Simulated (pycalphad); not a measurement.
# Effect of V content in Si-V

CALPHAD calculation (pycalphad, COST 507 light-alloy database (1999)), 1 atm. These are 1990s assessments: newer ones move some temperatures and phases. Amounts are mole fractions of atoms. Diffusion is slow at the low end, where real alloys seldom reach equilibrium.

One of these alloys has its liquidus at 1685 K, its solidus at 1675 K, and holds DIAMOND_A4 0.99, SI2V 0.01 at 875 K. Which?
A) Si-0.8132V (wt.%)
B) Si-6.344V (wt.%)
C) Si-3.218V (wt.%)

A, Si-0.8132V (wt.%). The others: Si-3.218V (wt.%), liquidus 1679, solidus 1675; Si-6.344V (wt.%), liquidus 1695, solidus 1675

Database names, with the compositions (at.%) that they take in these runs: SI2V: Si 67 V 33. DIAMOND_A4 is diamond (Si).
